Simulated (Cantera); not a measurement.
Input (Python, Cantera) and output of one run.

```python
import numpy as np
import cantera as ct

gas_names = """
    AL ALN ALO ALO2 AL2 AL2O AL2O2 N NO NO2 NO3 N2 N2O O O2 O3
""".split()
cond_names = """
    AL(cr) AL(L) ALN(s) AL2O3(a) AL2O3(L)
""".split()


# ... load() reads the species with a 1 bar reference pressure and builds the phases ...
atoms = {
    'Al': {'AL': 1},
    'O2': {'O': 2},
    'N2': {'N': 2},
}
top_T = {'ALN(s)': 2750}  # K; cautious upper limits of use, not melting points


# ... equilibrate(T, P, feed) seeds the gas with the atoms and calls Mixture.equilibrate('TP', solver="vcs", rtol=1e-11, max_steps=5000) ...
results = []
feed = {'Al': 1, 'O2': 5.9, 'N2': 240}  # mol
P = 520  # Pa
for T in [1398, 1473, 1548, 1623, 1698, 1773, 1848, 1923, 1998, 2073, 2148, 2223]:
    mix = equilibrate(T, P, feed)
    results.append((T, P, feed, dict(zip(mix.species_names, mix.species_moles))))

top = {s: max(r[3][s] / sum(r[3][g] for g in gas_names) for r in results) for s in gas_names}
cols = sorted((s for s in top if top[s] > 1e-05), key=lambda s: -top[s])[:6]
seen = [c for c in cond_names if any(r[3].get(c, 0) > 1e-12 for r in results)]
print("log10 of partial pressures in bar; condensed amounts in mol")
print(f"{'T/K':>10s}" + "".join(f"{s[:9]:>10s}" for s in cols + seen))
for T, P, feed, n in results:
    ng = sum(n[g] for g in gas_names)
    print(f"{T:10.4g}" + "".join(f"{np.log10(max(n[s] / ng * P / 1e5, 1e-99)):10.3f}" for s in cols)
          + "".join(f"{n.get(c, 0):10.4g}" for c in seen))
```

Result:

```
log10 of partial pressures in bar; condensed amounts in mol
       T/K        N2        O2         O        NO  AL2O3(a)
      1398    -2.293    -3.964    -8.020    -5.883       0.5
      1473    -2.293    -3.966    -7.537    -5.710       0.5
      1548    -2.293    -3.967    -7.101    -5.553       0.5
      1623    -2.293    -3.970    -6.706    -5.412       0.5
      1698    -2.293    -3.973    -6.345    -5.283       0.5
      1773    -2.294    -3.977    -6.016    -5.167       0.5
      1848    -2.294    -3.983    -5.714    -5.060       0.5
      1923    -2.294    -3.992    -5.437    -4.964       0.5
      1998    -2.294    -4.003    -5.183    -4.876       0.5
      2073    -2.294    -4.020    -4.950    -4.798       0.5
      2148    -2.295    -4.043    -4.736    -4.730       0.5
      2223    -2.295    -4.076    -4.543    -4.671    0.4998
```

Method: chemical equilibrium by Gibbs-energy minimisation in Cantera with the NASA 1993 tables (ideal gas, pure condensed phases).
